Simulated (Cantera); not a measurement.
Charge: 1 mol Si, 0.5 mol HCl, 5.2 mol H2, held at 0.100 bar.

Cantera equilibrium calculation (NASA polynomials, part measured and part estimated; ideal gas, pure solids and liquids). Candidate condensed phases: Si; 19 gas species. The tables' values for SiCl3 are old estimates; treat these amounts as uncertain. Rates play no part.

x: gas mole fraction; n: condensed amount in mol.

```json
[
 {"T (°C)": "250", "x H2": "0.975", "x HCl": "5.11e-6", "x SiCl4": "0.0151", "x SiCl2": "7.24e-12", "x SiHCl3": "0.00974", "n Si(s)": "0.861"},
 {"T (°C)": "350", "x H2": "0.975", "x HCl": "7.39e-5", "x SiCl4": "0.0153", "x SiCl2": "2.80e-9", "x SiHCl3": "0.00935", "n Si(s)": "0.861"},
 {"T (°C)": "450", "x H2": "0.975", "x HCl": "0.000504", "x SiCl4": "0.0155", "x SiCl2": "2.04e-7", "x SiHCl3": "0.00894", "n Si(s)": "0.862"},
 {"T (°C)": "550", "x H2": "0.974", "x HCl": "0.00213", "x SiCl4": "0.0153", "x SiCl2": "5.11e-6", "x SiHCl3": "0.00848", "n Si(s)": "0.865"},
 {"T (°C)": "650", "x H2": "0.970", "x HCl": "0.00645", "x SiCl4": "0.0146", "x SiCl2": "6.16e-5", "x SiHCl3": "?", "n Si(s)": "0.872"},
 {"T (°C)": "750", "x H2": "0.964", "x HCl": "0.0152", "x SiCl4": "0.0127", "x SiCl2": "0.000429", "x SiHCl3": "?", "n Si(s)": "0.884"},
 {"T (°C)": "850", "x H2": "0.953", "x HCl": "0.0292", "x SiCl4": "0.00913", "x SiCl2": "0.00188", "x SiHCl3": "?", "n Si(s)": "0.901"},
 {"T (°C)": "950", "x H2": "0.940", "x HCl": "0.0450", "x SiCl4": "0.00459", "x SiCl2": "0.00524", "x SiHCl3": "?", "n Si(s)": "0.916"},
 {"T (°C)": "1050", "x H2": "0.931", "x HCl": "0.0558", "x SiCl4": "0.00139", "x SiCl2": "0.00914", "x SiHCl3": "?", "n Si(s)": "0.924"},
 {"T (°C)": "1150", "x H2": "0.927", "x HCl": "0.0595", "x SiCl4": "0.000307", "x SiCl2": "0.0115", "x SiHCl3": "?", "n Si(s)": "0.925"}
]
```

Q: Fill in the missing entries.

A: 
- 650, x SiHCl3: 0.00783
- 750, x SiHCl3: 0.00678
- 850, x SiHCl3: 0.00512
- 950, x SiHCl3: 0.00296
- 1050, x SiHCl3: 0.00118
- 1150, x SiHCl3: 0.000372
